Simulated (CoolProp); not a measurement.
A single-stage vapour-compression cycle with the fluid: evaporating at 273.15 K (dew point), condensing at 339.15 K (bubble point), superheat 5 K, subcooling 5 K, compressor efficiency 0.6, no pressure losses. The same conditions are run with several fluids, on thermodynamics alone (safety and materials aside).

Model: reference Helmholtz-energy equation of state of each fluid (c-C4F8 (RC318): Platzer 1990; isobutene: Lemmon 2005; R113: Marx 1992; R124: de Vries 1995; R1233zd(E): Akasaka 2022; dimethyl ether: Wu 2011), in CoolProp. The equations of Platzer and Polt are older, rougher fits.

```json
[
 {"fluid": "c-C4F8 (RC318)", "cooling COP": "1.41", "pressure ratio": "7.54", "discharge temperature (K)": "339.1", "refrigerating effect (kJ/kg)": "[?]", "volumetric capacity (kJ/m³)": "578"},
 {"fluid": "isobutene", "cooling COP": "1.87", "pressure ratio": "[?]", "discharge temperature (K)": "366.6", "refrigerating effect (kJ/kg)": "245", "volumetric capacity (kJ/m³)": "826"},
 {"fluid": "R113", "cooling COP": "1.95", "pressure ratio": "11.9", "discharge temperature (K)": "362.0", "refrigerating effect (kJ/kg)": "105", "volumetric capacity (kJ/m³)": "130"},
 {"fluid": "R124", "cooling COP": "[?]", "pressure ratio": "7.06", "discharge temperature (K)": "361.8", "refrigerating effect (kJ/kg)": "93.3", "volumetric capacity (kJ/m³)": "951"},
 {"fluid": "R1233zd(E)", "cooling COP": "1.93", "pressure ratio": "9.50", "discharge temperature (K)": "369.5", "refrigerating effect (kJ/kg)": "133", "volumetric capacity (kJ/m³)": "373"},
 {"fluid": "dimethyl ether", "cooling COP": "1.89", "pressure ratio": "[?]", "discharge temperature (K)": "[?]", "refrigerating effect (kJ/kg)": "291", "volumetric capacity (kJ/m³)": "1650"}
]
```

Task: Complete the blanks.

Result: 
- c-C4F8 (RC318), refrigerating effect (kJ/kg): 49.3
- isobutene, pressure ratio: 6.80
- R124, cooling COP: 1.75
- dimethyl ether, pressure ratio: 6.21
- dimethyl ether, discharge temperature (K): 390.4

The compression ends wet for: c-C4F8 (RC318).
